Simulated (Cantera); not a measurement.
Predominance diagram of Zr at 627 °C against the partial pressures of O2 and N2 (log10, bar). Standard-state values (1 bar) from the NASA 1993 polynomials, evaluated with Cantera. Candidates: Zr(α), ZrN(s), ZrO2(monoclinic). Only these pure phases compete in this equilibrium. ZrN: taken at fixed stoichiometry.

Task: Which phase is stable at these pairs, and which metal-bearing vapour leads over it? (-18.8, 1); (-18.8, -1.5); (0, 1); (-37.5, -21.9); (-12.5, -6.6); (-40.6, -27); (-40.6, -19.4)

Result: 
```csv
log p(O2),log p(N2),phase,chief vapour,log p (bar)
-18.8,1,ZrO2(monoclinic),ZrO2,-35.8
-18.8,-1.5,ZrO2(monoclinic),ZrO2,-35.8
0,1,ZrO2(monoclinic),ZrO2,-35.8
-37.5,-21.9,ZrO2(monoclinic),ZrO,-35.3
-12.5,-6.6,ZrO2(monoclinic),ZrO2,-35.8
-40.6,-27,ZrO2(monoclinic),ZrO,-33.8
-40.6,-19.4,ZrO2(monoclinic),ZrO,-33.8
```
